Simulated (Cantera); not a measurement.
A closed system holds: 1 mol PbO, 1 mol H2, equilibrated at 0.100 bar.

Method: chemical equilibrium by Gibbs-energy minimisation in Cantera with the NASA 1993 tables (ideal gas, pure condensed phases). Candidate condensed phases: H2O, Pb, PbO, PbO2, Pb3O4; 12 gas species. Gases not in the tables: (PbO)n polymers. The numbers say what is thermodynamically allowed, not how fast it happens.

x: gas mole fraction; n: condensed amount in mol.

```
T (K)  x H2O     x Pb      x H2     x PbO  x Pb2  n Pb(l)
-----  -----  -------  --------  --------  -----  -------
1150   0.997  0.00290  0.000240  0.000228    [?]    0.997
1175   0.995  0.00435  0.000328  0.000328    [?]    0.995
1200   0.993  0.00643  0.000454  0.000454    [?]    0.993
1225   0.989  0.00935  0.000620  0.000619    [?]    0.990
1250   0.985   0.0134  0.000834  0.000834    [?]    0.986
1275   0.979   0.0189   0.00111   0.00111    [?]    0.980
1300   0.971   0.0262   0.00146   0.00146    [?]    0.972
1325   0.960   0.0360   0.00189   0.00189    [?]    0.961
1350   0.946   0.0489   0.00243   0.00243    [?]    0.946
1375   0.928   0.0656   0.00308   0.00308    [?]    0.926
1400   0.905   0.0871   0.00386   0.00385    [?]    0.900
1425   0.876    0.114   0.00477   0.00477    [?]    0.865
1450   0.839    0.149   0.00583   0.00583    [?]    0.817
```

Q: What belongs in the gaps?

A: 
- 1150, x Pb2: 6.33e-8
- 1175, x Pb2: 1.25e-7
- 1200, x Pb2: 2.40e-7
- 1225, x Pb2: 4.47e-7
- 1250, x Pb2: 8.12e-7
- 1275, x Pb2: 1.44e-6
- 1300, x Pb2: 2.50e-6
- 1325, x Pb2: 4.24e-6
- 1350, x Pb2: 7.05e-6
- 1375, x Pb2: 1.15e-5
- 1400, x Pb2: 1.84e-5
- 1425, x Pb2: 2.90e-5
- 1450, x Pb2: 4.49e-5
